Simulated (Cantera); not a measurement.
## Thermodynamics of iron carbonyl, mercury and lead vapours, feed PbO + CO + N2 + H2

Input: 1 mol PbO, 0.6 mol CO, 1.3 mol N2, 2.7 mol H2, at 53.0 Pa.

Method: chemical equilibrium by Gibbs-energy minimisation in Cantera with the NASA 1993 tables (ideal gas, pure condensed phases). Candidate condensed phases: C, C6H6, C7H8, C8H18, H2O, Pb, PbO, PbO2, Pb3O4; 139 gas species. Equilibrium is a limit: real reactors are often held back by kinetics, nucleation or transport.

```csv
T (K),log p H2,log p N2,log p Pb,log p H2O,log p CO,log p CO2,n Pb(l)
723,-3.61,-3.82,-8.51,-4.17,-4.66,-4.33,1.000
873,-3.64,-3.83,-6.20,-4.09,-4.45,-4.47,0.994
1023,-3.68,-3.85,-4.57,-4.06,-4.37,-4.64,0.756
1173,-3.75,-3.91,-4.02,-4.10,-4.38,-4.83,0
1323,-3.76,-3.91,-4.02,-4.08,-4.35,-4.93,0
1473,-3.77,-3.91,-4.02,-4.07,-4.33,-5.02,0
1623,-3.77,-3.91,-4.02,-4.06,-4.31,-5.09,0
```
log p: log10 of the partial pressure in bar; n: condensed amount in mol.

From 723 K to 1023 K the condensed part is Pb(l). From 1173 K to 1623 K nothing is condensed. The main Pb-bearing gas is Pb throughout.
